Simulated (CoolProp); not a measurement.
Saturated liquid density (kg/m³) of carbon monoxide: the reference equation beside estimates from Tc = -140.3 °C, pc = 3498 kPa, ω = 0.050. Rackett uses Z = 0.29056 − 0.08775 ω.

The numbers come from the reference Helmholtz-energy equation of state, Lemmon 2006 in CoolProp. It is a short technical equation, of lower accuracy than the large ones.

```json
[
 {"T (°C)": "-175.65", "reference": "718.5", "Rackett": "730.3", "van der Waals": "490.8", "Redlich-Kwong": "706.5", "Soave-Redlich-Kwong": "706.1", "Peng-Robinson": "800.0"},
 {"T (°C)": "-173.65", "reference": "708.1", "Rackett": "720.0", "van der Waals": "483.6", "Redlich-Kwong": "693.6", "Soave-Redlich-Kwong": "693.7", "Peng-Robinson": "786.1"},
 {"T (°C)": "-171.65", "reference": "697.3", "Rackett": "709.5", "van der Waals": "476.2", "Redlich-Kwong": "680.2", "Soave-Redlich-Kwong": "680.7", "Peng-Robinson": "771.5"},
 {"T (°C)": "-169.75", "reference": "686.8", "Rackett": "699.2", "van der Waals": "468.8", "Redlich-Kwong": "667.0", "Soave-Redlich-Kwong": "667.9", "Peng-Robinson": "757.1"},
 {"T (°C)": "-167.75", "reference": "675.4", "Rackett": "?", "van der Waals": "460.8", "Redlich-Kwong": "652.6", "Soave-Redlich-Kwong": "653.9", "Peng-Robinson": "741.3"},
 {"T (°C)": "-165.75", "reference": "?", "Rackett": "676.3", "van der Waals": "452.5", "Redlich-Kwong": "637.6", "Soave-Redlich-Kwong": "639.3", "Peng-Robinson": "724.7"},
 {"T (°C)": "-163.75", "reference": "651.2", "Rackett": "664.2", "van der Waals": "443.8", "Redlich-Kwong": "621.9", "Soave-Redlich-Kwong": "624.0", "Peng-Robinson": "707.2"},
 {"T (°C)": "-161.75", "reference": "638.4", "Rackett": "651.6", "van der Waals": "434.7", "Redlich-Kwong": "605.5", "Soave-Redlich-Kwong": "607.9", "Peng-Robinson": "688.8"},
 {"T (°C)": "-159.85", "reference": "625.6", "Rackett": "639.1", "van der Waals": "425.7", "Redlich-Kwong": "589.2", "Soave-Redlich-Kwong": "591.9", "Peng-Robinson": "?"},
 {"T (°C)": "-157.85", "reference": "611.5", "Rackett": "625.2", "van der Waals": "415.6", "Redlich-Kwong": "?", "Soave-Redlich-Kwong": "?", "Peng-Robinson": "649.8"},
 {"T (°C)": "-155.85", "reference": "596.5", "Rackett": "610.5", "van der Waals": "405.0", "Redlich-Kwong": "552.1", "Soave-Redlich-Kwong": "555.1", "Peng-Robinson": "627.9"},
 {"T (°C)": "-153.85", "reference": "580.5", "Rackett": "594.7", "van der Waals": "393.6", "Redlich-Kwong": "531.8", "Soave-Redlich-Kwong": "534.9", "Peng-Robinson": "604.4"},
 {"T (°C)": "-151.85", "reference": "563.2", "Rackett": "577.7", "van der Waals": "381.4", "Redlich-Kwong": "510.0", "Soave-Redlich-Kwong": "513.2", "Peng-Robinson": "579.0"},
 {"T (°C)": "-149.85", "reference": "544.3", "Rackett": "559.0", "van der Waals": "368.0", "Redlich-Kwong": "486.3", "Soave-Redlich-Kwong": "489.5", "Peng-Robinson": "551.2"},
 {"T (°C)": "-147.95", "reference": "524.3", "Rackett": "539.1", "van der Waals": "354.0", "Redlich-Kwong": "461.6", "Soave-Redlich-Kwong": "464.7", "Peng-Robinson": "522.1"}
]
```

**Question.** Fill in the missing entries.

**Answer.** 
- -167.75, Rackett: 687.9
- -165.75, reference: 663.5
- -159.85, Peng-Robinson: 670.4
- -157.85, Redlich-Kwong: 571.2
- -157.85, Soave-Redlich-Kwong: 574.0

Absolute difference from the reference over all 15 rows, mean and median: Rackett 2.1 and 2.1 %, van der Waals 32.0 and 31.9 %, Redlich-Kwong 5.8 and 5.2 %, Soave-Redlich-Kwong 5.4 and 4.8 %, Peng-Robinson 7.1 and 7.9 %.
